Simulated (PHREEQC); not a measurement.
Dissolve 0.12 mol KF per kg of water at 25 °C and 50 atm. Closed to the air; pH follows from the charge balance.

Equilibrium calculation in PHREEQC: ion-association model, phreeqc.dat.

Each row changes one thing in this solution. Precipitation was switched off in this run.

```json
[
 {"case": "as made", "pH": "8.06", "HF (mol/kgw)": "1.11e-6", "HF2- (mol/kgw)": "4.98e-7"},
 {"case": "diluted 100-fold with water", "pH": "7.20", "HF (mol/kgw)": "1.07e-7", "HF2- (mol/kgw)": "4.82e-10"},
 {"case": "KF from 0.12 to 0.132 mol/kgw", "pH": "8.08", "HF (mol/kgw)": "1.14e-6", "HF2- (mol/kgw)": "5.65e-7"},
 {"case": "KF from 0.12 to 0.012 mol/kgw", "pH": "7.58", "HF (mol/kgw)": "4.07e-7", "HF2- (mol/kgw)": "1.83e-8"},
 {"case": "0.064 mol/kgw TMAH added", "pH": "12.64", "HF (mol/kgw)": "2.76e-11", "HF2- (mol/kgw)": "1.23e-11"},
 {"case": "KF replaced by (CH3)4NF at the same molality", "pH": "8.06", "HF (mol/kgw)": "1.11e-6", "HF2- (mol/kgw)": "4.98e-7"},
 {"case": "0.0012 mol/kgw HCl added", "pH": "5.18", "HF (mol/kgw)": "0.000826", "HF2- (mol/kgw)": "0.000366"},
 {"case": "KF from 0.12 to 0.024 mol/kgw", "pH": "7.72", "HF (mol/kgw)": "5.71e-7", "HF2- (mol/kgw)": "5.15e-8"}
]
```

Complexes and solids missing from the database can't appear. Under pressure, the constants of complexes without a molar volume in the database are unreliable. (CH3)4N+ isn't in the database: it is added as a free cation with an ion size of 4 Å.
